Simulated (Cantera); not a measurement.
A closed system holds: 1 mol SiHCl₃, 79 mol N₂, at 1423 K and 75.0 mbar.

Equilibrium computed with Cantera from the NASA thermochemical tables; the gas is ideal and each condensed phase is pure. Candidate condensed phases: NH₄Cl, Si, Si₃N₄; 28 gas species. N₂ is the only nitrogen source here; it is nearly inert below about 1500 K, so the nitride shown seldom forms there in practice. The tables' values for SiCl₃ are old estimates; treat these amounts as uncertain. The numbers say what is thermodynamically allowed, not how fast it happens.

Base state: N₂ 0.980, HCl 0.0116, SiCl₄ 0.00403, SiCl₂ 0.00244, SiCl₃ 0.00157, H₂ 0.000426, SiHCl₃ 1.15e-5, Cl 1.11e-5 (mole fractions); condensed: Si₃N₄(s).

Question: What changes in the equilibrium state with this change: temperature from 1423 K to 1548.15 K?

Answer: 
| species | before | after |
|---|---|---|
| N₂ | 0.980 | 0.977 |
| HCl | 0.0116 | 0.0110 |
| SiCl₂ | 0.00244 | 0.00825 |
| SiCl₄ | 0.00403 | 0.00106 |
| Cl | 1.11e-5 | 3.81e-5 |
| H₂ | 0.000426 | 0.000675 |
| SiHCl₃ | 1.15e-5 | 7.95e-6 |
| SiCl₃ | 0.00157 | 0.00177 |
| Si₃N₄(s), mol | 0.118 | 0.0347 |
